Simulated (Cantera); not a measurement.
Input: 1 mol SiH4, 0.25 mol O3, 87 mol H2, 7.5 mol H2O, at 33.0 mbar.

These are equilibrium values from Cantera (NASA tables, ideal gas, pure condensed phases), not measurements of a reactor. Candidate condensed phases: H2O, Si, SiO2; 18 gas species. The tables hold silica as quartz up to 1696 K and as liquid above; real silica turns to tridymite and cristobalite and melts near 1996 K. Kinetics and transport are ignored. All values below are at 1748 K.

Base state: H2 0.933, H2O 0.0650, H 0.00122, SiO 0.000335 (mole fractions); condensed: SiO2(condensed).

Question: What changes in the equilibrium state with this change: pressure from 33.0 mbar to 4.60 mbar?

Answer: 
```
species                 before    after
--------------------  --------  -------
H2                       0.933    0.928
H2O                     0.0650   0.0668
H                      0.00122  0.00324
SiO                   0.000335  0.00232
OH                     4.94e-6  1.36e-5
SiO2(condensed), mol     0.968    0.775
```
